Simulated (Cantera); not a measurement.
Charge: 1 mol SiO2, 340 mol H2, 6.9 mol H2O, at 82.0 mbar.

Equilibrium computed with Cantera from the NASA thermochemical tables; the gas is ideal and each condensed phase is pure. Candidate condensed phases: H2O, Si, SiO2; 18 gas species. Kinetics and transport are ignored.

Question: At 1777 °C, list the 5 most abundant gas species with their mole fractions, and the condensed phases.

Answer: H2 0.967, H2O 0.0226, H 0.00779, SiO 0.00286, OH 1.99e-5. Condensed: gas only.
